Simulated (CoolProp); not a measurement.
Properties of n-perfluoropentane along the isotherm 232.3 K (Tc = 421.0 K, pc = 2063 kPa, ω = 0.436).

Model: reference Helmholtz-energy equation of state, Gao 2022, in CoolProp.

| p (kPa) | phase | density (kg/m³) | cv (kJ/(kg K)) | expansivity (1/kK) |
|---|---|---|---|---|
| 206 | liquid | 1805 | 0.7249 | 1.586 |
| 413 | liquid | 1805 | 0.7250 | 1.583 |
| 619 | liquid | 1806 | 0.7250 | ? |
| 825 | liquid | 1807 | 0.7250 | 1.576 |
| 1030 | liquid | 1807 | 0.7251 | 1.573 |
| 1240 | liquid | 1808 | 0.7251 | 1.570 |
| 1440 | liquid | 1808 | 0.7252 | ? |
| 1650 | liquid | 1809 | 0.7252 | 1.564 |
| 1860 | liquid | 1810 | 0.7252 | 1.561 |
| 2060 | liquid | 1810 | 0.7253 | ? |
| 2270 | liquid | 1811 | 0.7253 | 1.556 |
| 2480 | liquid | 1811 | 0.7254 | 1.553 |
| 2680 | liquid | ? | 0.7254 | 1.550 |
| 2890 | liquid | 1813 | 0.7254 | 1.547 |
| 3090 | liquid | 1813 | 0.7255 | 1.544 |

Problem. Some entries are withheld; supply them.

Solution. 
- 619, expansivity (1/kK): 1.579
- 1440, expansivity (1/kK): 1.567
- 2060, expansivity (1/kK): 1.559
- 2680, density (kg/m³): 1812
